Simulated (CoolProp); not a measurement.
Vapour-liquid equilibrium of ethanol (1) + n-hexane (2) at 186.15 °C; x and y are mole fractions of (1).

Computed with CoolProp (multi-fluid Helmholtz-energy mixture model, Schroeder 2014 and Thol 2019; pair parameters Bell 2016).

```
x     bubble pressure (bar)  y at the bubble point  dew pressure at overall composition x (bar)  liquid density (mol/L)
----  ---------------------  ---------------------  -------------------------------------------  ----------------------
0.05                  16.70                  0.130                                        15.26                   5.461
0.15                  19.99                  0.287                                        17.09                   5.657
0.25                  22.11                  0.383                                        19.16                   5.916
0.35                  23.50                  0.455                                        21.39                   6.271
0.45                  24.39                  0.518                                        23.41                   6.760
0.55                  24.89                  0.580                                        24.69                   7.410
0.65                  25.03                  0.647                                        25.02                   8.236
0.75                  24.80                  0.724                                        24.66                   9.244
0.85                  24.18                  0.817                                        23.91                   10.45
0.95                  23.18                  0.933                                        23.02                   11.89
```

y crosses x between x = 0.55 and 0.65: the model has an azeotrope there.

Pair parameters are fitted to limited data, so mixtures are less certain than the pure fluids.
